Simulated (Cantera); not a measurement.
A closed system holds: 1 mol Si₃N₄, 2.3 mol CO₂, 61 mol H₂, equilibrated at 1698 K and 2.60 mbar.

Method: chemical equilibrium by Gibbs-energy minimisation in Cantera with the NASA 1993 tables (ideal gas, pure condensed phases). Candidate condensed phases: C, C₆H₆, C₇H₈, C₈H₁₈, H₂O, Si, SiC, SiO₂, Si₂N₂O, Si₃N₄; 151 gas species. Kinetics and transport are ignored.

Task: What is the equilibrium state?

Result: 
```json
{
 "x(H₂)": "0.900",
 "x(SiO)": "0.0391",
 "x(N₂)": "0.0295",
 "x(CO)": "0.0288",
 "x(H)": "0.00269",
 "x(Si)": "6.77e-5",
 "x(HCN)": "3.23e-5",
 "x(SiH)": "5.10e-6",
 "x(SiH₂)": "3.37e-6",
 "n(SiC(s))": "0.346 mol",
 "gas_amount": "67.70 mol",
 "log10 activity of Si(l) (absent)": "-0.57",
 "log10 activity of C(graphite) (absent)": "-1.26"
}
```
